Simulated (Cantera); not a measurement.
An isothermal, constant-pressure homogeneous reactor starts with H2 : O2 : N2 = 0.0056 : 1 : 0.43 (molar parts), equivalence ratio 0.0028, at 1275 K and 440 Pa.

Detailed kinetics in Cantera: GRI-Mech 3.0 (53 species, 325 reactions). Radical loss at walls, strong at low pressure, is not modelled.

One state of this run: x H2 = 8.46e-6; x O2 = 0.693; x N2O = 2.96e-9; x NO = 2.96e-9; x O = 0.00321; x H2O = 0.00367; x OH = 0.000375. x: mole fraction; the columns are a selection and need not sum to one.

Question: Which value of t (s) does it belong to?
A. 2.00
B. 0.0180
C. 5.00e-5
D. 0.616

Answer: D, 0.616
